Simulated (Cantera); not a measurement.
An isothermal, constant-pressure homogeneous reactor starts with 8.09 % H2, 91.9 % O2, at 1175 K and 0.00188 atm.

Detailed kinetics in Cantera: the H2/O2 subset of GRI-Mech 3.0, which has no nitrogen chemistry. Radical loss at walls, strong at low pressure, is not modelled. The temperature is held fixed by assumption; the heat of reaction is taken as removed at once.

**Question.** Predict: x(H2) at 1.00 s; x(O2) at 1.00 s; x(OH) at 1.00 s; x(H2O) at 1.00 s; x(O) at 1.00 s; x(H2O2) at 1.00 s; x(HO2) at 1.00 s.

**Answer.** 
| Property | Value |
|---|---|
| x(H2) at 1.00 s | 0.000932 (gas-phase equilibrium 1.52e-8) |
| x(O2) at 1.00 s | 0.892 (gas-phase equilibrium 0.916) |
| x(OH) at 1.00 s | 0.00329 (gas-phase equilibrium 1.35e-5) |
| x(H2O) at 1.00 s | 0.0776 (gas-phase equilibrium 0.0843) |
| x(O) at 1.00 s | 0.0207 (gas-phase equilibrium 3.23e-7) |
| x(H2O2) at 1.00 s | 2.15e-8 (gas-phase equilibrium 6.70e-11) |
| x(HO2) at 1.00 s | 6.84e-7 (gas-phase equilibrium 5.84e-9) |
